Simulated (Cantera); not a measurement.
**Adiabatic ignition**

An adiabatic, constant-pressure homogeneous reactor starts with 12.8 % H2, 18.3 % O2, 68.8 % N2, equivalence ratio 0.35, at 1400 K and 19.7 atm.

Cantera simulation using the H2/O2 subset of GRI-Mech 3.0, which has no nitrogen chemistry; the numbers are that mechanism's predictions, not measurements. The hydrogen kinetics of GRI-Mech 3.0 are dated; newer H2 mechanisms differ, most at raised pressure. The pressure lies above the range GRI-Mech 3.0 was tuned for (to about 10 atm).

```csv
t (s),T (K),x H2,x O2,x O,x H2O2,x H,x H2O
4.00e-6,2268,0.000515,0.125,0.00110,1.13e-6,0.000129,0.133
1.10e-5,2286,0.000165,0.126,0.000368,9.16e-7,2.62e-5,0.135
3.03e-5,2286,0.000163,0.126,0.000365,9.15e-7,2.59e-5,0.135
8.35e-5,2286,0.000163,0.126,0.000365,9.15e-7,2.59e-5,0.135
0.000230,2286,0.000163,0.126,0.000365,9.15e-7,2.59e-5,0.135
0.000632,2286,0.000163,0.126,0.000365,9.15e-7,2.59e-5,0.135
0.00174,2286,0.000163,0.126,0.000365,9.15e-7,2.59e-5,0.135
0.00479,2286,0.000163,0.126,0.000365,9.15e-7,2.59e-5,0.135
0.0132,2286,0.000163,0.126,0.000365,9.15e-7,2.59e-5,0.135
0.0363,2286,0.000163,0.126,0.000365,9.15e-7,2.59e-5,0.135
0.100,2286,0.000163,0.126,0.000365,9.15e-7,2.59e-5,0.135
```
x: mole fraction; the columns are a selection and need not sum to one.

```
Item                                                                   Value
---------------------------------  -----------------------------------------
time of steepest temperature rise                                    2.31 µs
temperature at 0.100 s                                                2286 K
equilibrium temperature                                               2286 K
x(H2) at 0.100 s                   0.000163 (gas-phase equilibrium 0.000163)
x(O2) at 0.100 s                         0.126 (gas-phase equilibrium 0.126)
x(O) at 0.100 s                    0.000365 (gas-phase equilibrium 0.000365)
```
